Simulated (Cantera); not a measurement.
A closed system holds: 1 mol Si₂H₆, 0.074 mol O₃, equilibrated at 13300 Pa.

These are equilibrium values from Cantera (NASA tables, ideal gas, pure condensed phases), not measurements of a reactor. Candidate condensed phases: H₂O, Si, SiO₂; 18 gas species. The feed counts by its element totals alone. Mutual solubility and eutectic melting of coexisting phases are not modelled. The tables hold silica as quartz up to 1696 K and as liquid above; real silica turns to tridymite and cristobalite and melts near 1996 K. Rates play no part.

Question: Which condensed phases are stable at each of these points (T (K)): 650, 700, 750, 800, 850, 900, 950, 1000, 1050, 1100, 1150, 1200?

Answer: 
| T (K) | condensed phases | Si condensed (%) |
|---|---|---|
| 650 | Si(s) + SiO₂(α-quartz) | 100.0 |
| 700 | Si(s) + SiO₂(α-quartz) | 100.0 |
| 750 | Si(s) + SiO₂(α-quartz) | 100.0 |
| 800 | Si(s) + SiO₂(α-quartz) | 100.0 |
| 850 | Si(s) + SiO₂(β-quartz) | 100.0 |
| 900 | Si(s) + SiO₂(β-quartz) | 100.0 |
| 950 | Si(s) + SiO₂(β-quartz) | 100.0 |
| 1000 | Si(s) + SiO₂(β-quartz) | 100.0 |
| 1050 | Si(s) + SiO₂(β-quartz) | 100.0 |
| 1100 | Si(s) + SiO₂(β-quartz) | 100.0 |
| 1150 | Si(s) + SiO₂(β-quartz) | 100.0 |
| 1200 | Si(s) + SiO₂(β-quartz) | 100.0 |

From 650 K to 800 K the condensed part is Si(s) + SiO₂(α-quartz). From 850 K to 1200 K the condensed part is Si(s) + SiO₂(β-quartz).
